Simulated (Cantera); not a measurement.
**Catalytic stagnation flow on Pt**

A jet of CH4 : O2 : N2 = 0.06 : 0.14 : 0.79 (molar parts) at 300 K and 0.454 atm hits a platinum plate 7.3 cm away at a mass flux of 0.11 kg/m²/s; the plate temperature is set and raised in steps from an oxygen-covered start.

Computed with Cantera and Deutschmann's 1995 Pt surface mechanism with GRI-Mech 3.0 gas chemistry. Catalytic surfaces can have several steady states; this one follows from the mechanism file's or the stated starting coverage.

| plate T (K) | wall x CH4 | wall x O2 | wall x H2O | wall x OH | wall x CO | wall x CO2 | θ free Pt | θ O* | θ OH* |
|---|---|---|---|---|---|---|---|---|---|
| 850 | 0.0451 | 0.108 | 0.0293 | <1e-8 | 9.93e-6 | 0.0192 | 0.0863 | 0.911 | 0.00271 |
| 900 | 0.0281 | 0.0718 | 0.0610 | 2.79e-8 | 9.24e-6 | 0.0401 | 0.148 | 0.848 | 0.00394 |
| 950 | 0.0149 | 0.0441 | 0.0852 | 7.71e-8 | 7.17e-6 | 0.0563 | 0.229 | 0.767 | 0.00449 |
| 1000 | 0.00854 | 0.0307 | 0.0967 | 1.98e-7 | 5.75e-6 | 0.0641 | 0.312 | 0.683 | 0.00439 |
| 1050 | 0.00550 | 0.0244 | 0.102 | 4.54e-7 | 5.05e-6 | 0.0677 | 0.392 | 0.604 | 0.00402 |
| 1100 | 0.00389 | 0.0211 | 0.105 | 9.55e-7 | 4.78e-6 | 0.0696 | 0.467 | 0.530 | 0.00357 |
| 1150 | 0.00295 | 0.0193 | 0.106 | 1.87e-6 | 4.79e-6 | 0.0706 | 0.535 | 0.462 | 0.00313 |
| 1200 | 0.00235 | 0.0183 | 0.107 | 3.44e-6 | 5.03e-6 | 0.0711 | 0.598 | 0.399 | 0.00271 |
x: mole fraction at the wall; θ: surface coverage.
